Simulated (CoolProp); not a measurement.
Vapour-liquid equilibrium of ethane (1) + n-perfluorobutane (2) at 218.5 K; x and y are mole fractions of (1).

Model: multi-fluid Helmholtz-energy mixture model, Bücker 2006 and Gao 2022; pair parameters Bell 2016, in CoolProp.

```json
[
 {"x": "0.05", "bubble pressure (bar)": "0.6592", "y at the bubble point": "0.905", "dew pressure at overall composition x (bar)": "0.06687", "liquid density (mol/L)": "7.691"},
 {"x": "0.125", "bubble pressure (bar)": "1.510", "y at the bubble point": "0.960", "dew pressure at overall composition x (bar)": "0.07261", "liquid density (mol/L)": "8.049"},
 {"x": "0.2", "bubble pressure (bar)": "2.220", "y at the bubble point": "0.973", "dew pressure at overall composition x (bar)": "0.07941", "liquid density (mol/L)": "8.435"},
 {"x": "0.275", "bubble pressure (bar)": "2.747", "y at the bubble point": "0.979", "dew pressure at overall composition x (bar)": "0.08762", "liquid density (mol/L)": "8.853"},
 {"x": "0.35", "bubble pressure (bar)": "3.104", "y at the bubble point": "0.982", "dew pressure at overall composition x (bar)": "0.09772", "liquid density (mol/L)": "9.309"},
 {"x": "0.425", "bubble pressure (bar)": "3.328", "y at the bubble point": "0.984", "dew pressure at overall composition x (bar)": "0.1104", "liquid density (mol/L)": "9.810"},
 {"x": "0.5", "bubble pressure (bar)": "3.470", "y at the bubble point": "0.985", "dew pressure at overall composition x (bar)": "0.1270", "liquid density (mol/L)": "10.36"},
 {"x": "0.575", "bubble pressure (bar)": "3.571", "y at the bubble point": "0.986", "dew pressure at overall composition x (bar)": "0.1493", "liquid density (mol/L)": "10.98"},
 {"x": "0.65", "bubble pressure (bar)": "3.667", "y at the bubble point": "0.986", "dew pressure at overall composition x (bar)": "0.1811", "liquid density (mol/L)": "11.67"},
 {"x": "0.725", "bubble pressure (bar)": "3.784", "y at the bubble point": "0.988", "dew pressure at overall composition x (bar)": "0.2302", "liquid density (mol/L)": "12.46"},
 {"x": "0.8", "bubble pressure (bar)": "3.941", "y at the bubble point": "0.989", "dew pressure at overall composition x (bar)": "0.3158", "liquid density (mol/L)": "13.36"},
 {"x": "0.875", "bubble pressure (bar)": "4.153", "y at the bubble point": "0.992", "dew pressure at overall composition x (bar)": "0.5026", "liquid density (mol/L)": "14.40"},
 {"x": "0.95", "bubble pressure (bar)": "4.429", "y at the bubble point": "0.996", "dew pressure at overall composition x (bar)": "1.230", "liquid density (mol/L)": "15.63"}
]
```

No azeotrope shows between x = 0.05 and 0.95.

Pair parameters are fitted to limited data, so mixtures are less certain than the pure fluids. With so large a gap from Raoult's law the liquid may split in two, which this calculation doesn't test in full.
